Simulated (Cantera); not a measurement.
An adiabatic, constant-volume homogeneous reactor starts with CH4 : O2 : N2 = 1 : 1.33 : 7.6 (molar parts), equivalence ratio 1.5, at 1273 K and 6.30 bar.

Model: GRI-Mech 3.0 (53 species, 325 reactions), integrated in Cantera.

Q: Predict: time of steepest temperature rise; temperature at 5.00 s; equilibrium temperature; x(O2) at 5.00 s; x(N2O) at 5.00 s; x(NO) at 5.00 s; x(HCN) at 5.00 s.

A: 
```
Property                                                              Result
---------------------------------  -----------------------------------------
time of steepest temperature rise                                    5.58 ms
temperature at 5.00 s                                                 2653 K
equilibrium temperature                                               2653 K
x(O2) at 5.00 s                      5.46e-5 (gas-phase equilibrium 5.46e-5)
x(N2O) at 5.00 s                     9.08e-8 (gas-phase equilibrium 9.08e-8)
x(NO) at 5.00 s                    0.000457 (gas-phase equilibrium 0.000457)
x(HCN) at 5.00 s                     1.77e-7 (gas-phase equilibrium 1.77e-7)
```
